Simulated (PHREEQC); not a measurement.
1 kg of water holding 0.0022 mol K2SO4, 0.096 mol Na2SO4 and 0.43 mol NaCl is evaporated at 25 °C; the solids stay in contact with the brine. CO2 from the air is kept out. The run lets Arcanite, Glaserite, Halite, Mirabilite, Misenite, Sylvite, Thenardite precipitate or redissolve, and no other solid.

The series has 22 steps of water left (kg), from 1 to 0.01627.

Computed with PHREEQC (Pitzer model, pitzer.dat).

Question: Which solids form, in which order, and at which step of the series does each first stand?

Answer: Thenardite from water left = 0.09502 kg; Halite from water left = 0.06418 kg.
